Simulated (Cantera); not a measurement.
Silicon etching in halogen gases: Si + HBr

Feed: 1 mol Si, a varied amount of HBr, at 1.10 mbar.

These are equilibrium values from Cantera (NASA tables, ideal gas, pure condensed phases), not measurements of a reactor. Candidate condensed phases: Br2, Si; 19 gas species. The tables' values for SiBr3 are old estimates. Equilibrium is a limit: real reactors are often held back by kinetics, nucleation or transport.

Problem. Map the stable condensed phases over T = 775, 850, 925, 1000, 1075, 1150, 1225, 1300, 1375, 1450 K and n(HBr) in mol = 3.3, 4, 4.9, 6, 7.3, 9, 11, 13, 16.

Solution. 
```
T in K \ n(HBr) in mol
         3.3   4 4.9   6 7.3   9  11  13  16
   1450    A   A   A   A   A   A   A   A   A
   1375    A   A   A   A   A   A   A   A   A
   1300    A   A   A   A   A   A   A   A   A
   1225    A   A   A   A   A   A   A   A   A
   1150    B   A   A   A   A   A   A   A   A
   1075    B   A   A   A   A   A   A   A   A
   1000    B   B   A   A   A   A   A   A   A
    925    B   B   A   A   A   A   A   A   A
    850    B   B   A   A   A   A   A   A   A
    775    B   B   A   A   A   A   A   A   A
```
A: gas only; B: Si.
